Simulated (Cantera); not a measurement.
A Cantera script and what it prints.

```python
import numpy as np
import cantera as ct

gas_names = [...]  # 45 gases of nasa_gas.yaml made of Al, Cl, H, N, O
cond_names = """
    AL(cr) AL(L) ALCL3(s) ALCL3(L) ALN(s) AL2O3(a) AL2O3(L) H2O(s) H2O(L) NH4CL(a) NH4CL(b)
""".split()


# ... load() reads the species with a 1 bar reference pressure and builds the phases ...
atoms = {
    'Al2O3': {'AL': 2, 'O': 3},
    'Cl2': {'CL': 2},
    'N2': {'N': 2},
    'HCl': {'H': 1, 'CL': 1},
}
top_T = {'ALN(s)': 2750}  # K; cautious upper limits of use, not melting points


# ... equilibrate(T, P, feed) seeds the gas with the atoms and calls Mixture.equilibrate('TP', solver="vcs", rtol=1e-11, max_steps=5000) ...
results = []
feed = {'Al2O3': 1, 'Cl2': 23, 'N2': 56, 'HCl': 7.1}  # mol
T = 1423  # K
for P in [1, 4.2, 18, 75, 320, 1300, 5600, 24000, 100000]:
    mix = equilibrate(T, P, feed)
    results.append((T, P, feed, dict(zip(mix.species_names, mix.species_moles))))

top = {s: max(r[3][s] / sum(r[3][g] for g in gas_names) for r in results) for s in gas_names}
cols = sorted((s for s in top if top[s] > 1e-05), key=lambda s: -top[s])[:8]
seen = [c for c in cond_names if any(r[3].get(c, 0) > 1e-12 for r in results)]
print("log10 of partial pressures in bar; condensed amounts in mol")
print(f"{'P/Pa':>10s}" + "".join(f"{s[:9]:>10s}" for s in cols + seen))
for T, P, feed, n in results:
    ng = sum(n[g] for g in gas_names)
    print(f"{P:10.4g}" + "".join(f"{np.log10(max(n[s] / ng * P / 1e5, 1e-99)):10.3f}" for s in cols)
          + "".join(f"{n.get(c, 0):10.4g}" for c in seen))
```

It prints:

```
log10 of partial pressures in bar; condensed amounts in mol
      P/Pa        N2        CL       CL2       HCL     ALCL3        O2        NO       H2O  AL2O3(a)
         1    -5.289    -5.378    -7.815    -6.186    -8.823    -8.994    -9.836   -10.447    0.9918
       4.2    -4.664    -4.763    -6.585    -5.560    -7.778    -7.927    -8.990    -9.893    0.9785
        18    -4.024    -4.162    -5.382    -4.921    -6.752    -6.891    -8.152    -9.298    0.9476
        75    -3.386    -3.627    -4.313    -4.283    -5.837    -5.973    -7.374    -8.633    0.9008
       320    -2.731    -3.165    -3.390    -3.628    -5.046    -5.180    -6.650    -7.850    0.8643
      1300    -2.102    -2.783    -2.626    -2.999    -4.391    -4.526    -6.008    -7.027    0.8562
      5600    -1.454    -2.425    -1.909    -2.351    -3.776    -3.912    -5.377    -6.141    0.8668
   2.4e+04    -0.814    -2.089    -1.237    -1.712    -3.199    -3.337    -4.770    -5.248    0.8845
     1e+05    -0.191    -1.769    -0.597    -1.088    -2.649    -2.791    -4.185    -4.368    0.9025
```

These are equilibrium values from Cantera (NASA tables, ideal gas, pure condensed phases), not measurements of a reactor.
